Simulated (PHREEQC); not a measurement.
Consider water at 50 °C with 1.5 mmol/kgw HNO3, 15 mmol/kgw K2SO4 and 1 mmol/kgw CO2. Closed to the air; pH follows from the charge balance.

Computed with PHREEQC (ion-association model, phreeqc.dat).

```
quantity                   before    after
------------------------  -------  -------
pH                           3.21     2.98
ionic strength (mol/kgw)   0.0415  0.00960
HCO3- (mol/kgw)           1.01e-6  5.47e-7
(CO2)2 (mol/kgw)          3.78e-8  3.76e-8
```

Task: Name the change that produced these shifts.
A) HNO3 from 0.0015 to 0.0075 mol/kgw
B) K2SO4 from 0.015 to 0.003 mol/kgw
C) K2SO4 left out
D) temperature from 50 to 60 °C
E) CO2 from 0.001 to 0.0001 mol/kgw

Result: B, K2SO4 from 0.015 to 0.003 mol/kgw

Precipitation was switched off in this run. Away from 25 °C the constants follow the database's enthalpies or fits; those with neither stay at their 25 °C values.
